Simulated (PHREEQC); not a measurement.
Make-up at 25 °C: 160 mmol/kgw Pb(NO3)2, 15 mmol/kgw NiCl2 and 1.9 mmol/kgw HCl. Closed to the air; pH follows from the charge balance.

All values are PHREEQC results (ion-association model, wateq4f.dat), not measurements.

```
quantity                  before   after
------------------------  ------  ------
pH                          2.83    2.84
ionic strength (mol/kgw)   0.358   0.526
NO3- (mol/kgw)             0.250   0.320
Cl- (mol/kgw)             0.0176  0.0316
```

Q: Which change was made?
A) NiCl2 replaced by LiCl at the same molality
B) Pb(NO3)2 replaced by Al(NO3)3 at the same molality
C) NiCl2 replaced by AlCl3 at the same molality
D) Pb(NO3)2 replaced by Mg(NO3)2 at the same molality
E) NiCl2 replaced by KCl at the same molality

A: D, Pb(NO3)2 replaced by Mg(NO3)2 at the same molality

This is a speciation only: nothing precipitates in the calculation.
